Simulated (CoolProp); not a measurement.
A closed Brayton cycle with carbon dioxide: compressor inlet 318.15 K and 8.8 MPa, high pressure 21.1 MPa, turbine inlet 635 K, compressor efficiency 0.89, turbine efficiency 0.85, recuperator effectiveness 0 (on enthalpy, no pinch check). Each further row changes one setting.

Computed with CoolProp (reference Helmholtz-energy equation of state, Span 1996).

```csv
case,thermal efficiency (%),net work (kJ/kg),compressor to turbine work,compressor exit (K),turbine exit (K)
as stated,12.4,46.1,0.42,378.3,548.0
turbine inlet 585 K,12.2,37.7,0.47,378.3,501.0
compressor inlet 328.15 K,11.7,38.2,0.52,399.2,548.0
high pressure 17.9 MPa,10.4,39.9,0.40,366.9,564.2
recuperator effectiveness 0.5,17.1,46.1,0.42,378.3,548.0
```
